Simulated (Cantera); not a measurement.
# Stirred combustor or abatement burner

A perfectly stirred reactor is fed with CH4 : C2H6 : O2 : N2 = 1 : 0.1 : 3.73 : 14 (molar parts), at 1.01 bar; it is adiabatic with a 425 K inlet, and is followed from long to short residence time, starting on the burning branch (τ in s: 0.058, 0.027, 0.012, 0.0055, 0.0025, 0.0011, 0.00052, 0.00024, 0.00011, 5e-05, 2.3e-05).

Cantera simulation using GRI-Mech 3.0 (53 species, 325 reactions); the numbers are that mechanism's predictions, not measurements.

```
τ (s)    T (K)     x CH4   x C2H6    x O2       x O    x HO2     x OH     x NO
-------  -----  --------  -------  ------  --------  -------  -------  -------
0.058     1813   1.15e-5  2.69e-7  0.0729  0.000233  1.92e-6  0.00156  2.22e-5
0.027     1807   1.88e-5  4.58e-7  0.0730  0.000369  2.91e-6  0.00194  1.88e-5
0.012     1797   3.15e-5  7.95e-7  0.0732  0.000601  4.60e-6  0.00243  1.55e-5
0.0055    1781   5.25e-5  1.35e-6  0.0735  0.000943  7.14e-6  0.00297  1.29e-5
0.0025    1758   9.02e-5  2.32e-6  0.0742   0.00143  1.10e-5  0.00353  1.08e-5
0.0011    1722  0.000167  4.27e-6  0.0755   0.00208  1.71e-5  0.00402  9.05e-6
0.00052   1675  0.000318  8.04e-6  0.0777   0.00267  2.56e-5  0.00422  7.15e-6
0.00024   1599  0.000771  1.91e-5  0.0827   0.00275  4.27e-5  0.00381  4.23e-6
0.00011    425    0.0531  0.00531   0.198    <1e-12   <1e-12   <1e-12   <1e-12
5.0e-5     425    0.0531  0.00531   0.198    <1e-12   <1e-12   <1e-12   <1e-12
2.3e-5     425    0.0531  0.00531   0.198    <1e-12   <1e-12   <1e-12   <1e-12
```
x: mole fraction; the columns are a selection and need not sum to one.
